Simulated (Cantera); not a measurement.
What does this Cantera script print?

```python
import numpy as np
import cantera as ct

gas_names = [...]  # 123 gases of nasa_gas.yaml made of C, H, O, Si
cond_names = """
    C(gr) C6H6(L) C7H8(L) C8H18(L),n-octa H2O(s) H2O(L) Si(cr) Si(L) SiC(b) SiO2(Lqz) SiO2(hqz) SiO2(L)
""".split()


# ... load() reads the species with a 1 bar reference pressure and builds the phases ...
atoms = {
    'TEOS': {'Si': 1, 'C': 8, 'H': 20, 'O': 4},
    'O2': {'O': 2},
}
top_T = {'C(gr)': 4500, 'SiC(b)': 3050}  # K; cautious upper limits of use, not melting points


# ... equilibrate(T, P, feed) seeds the gas with the atoms and calls Mixture.equilibrate('TP', solver="vcs", rtol=1e-11, max_steps=5000) ...
results = []
feed = {'TEOS': 1, 'O2': 0.13}  # mol
T = 1598  # K
P = 5.6  # Pa
mix = equilibrate(T, P, feed)
results.append((T, P, feed, dict(zip(mix.species_names, mix.species_moles))))
print(gas.report(threshold=0.0001))
for i in range(1, mix.n_phases):
    print(f"{mix.phase(i).name:16s} {mix.phase_moles(i):12.5e} mol")
```

Result:

```
       temperature   1598 K
          pressure   5.6 Pa
           density   4.1165e-06 kg/m^3
  mean mol. weight   9.7669 kg/kmol
   phase of matter   gas

                          1 kg             1 kmol
                     ---------------   ---------------
          enthalpy        8.8688e+05        8.6621e+06  J
   internal energy       -4.7348e+05       -4.6245e+06  J
           entropy             29522        2.8834e+05  J/K
    Gibbs function       -4.6289e+07        -4.521e+08  J
 heat capacity c_p            3426.9             33471  J/K
 heat capacity c_v            2575.6             25156  J/K

                      mass frac. Y      mole frac. X     chem. pot. / RT
                     ---------------   ---------------   ---------------
                CO           0.85173           0.29699           -46.286
                 H        0.00061251         0.0059349           -14.471
                H2            0.1437           0.69618           -28.941
               SiO         0.0038595        0.00085508           -53.283
     [ +119 minor]         0.0001018        3.6647e-05

C(gr)             2.76418e+00 mol
Si(cr)            0.00000e+00 mol
SiC(b)            9.87514e-01 mol
SiO2(hqz)         0.00000e+00 mol
```

These are equilibrium values from Cantera (NASA tables, ideal gas, pure condensed phases), not measurements of a reactor. The feed counts by its element totals alone.
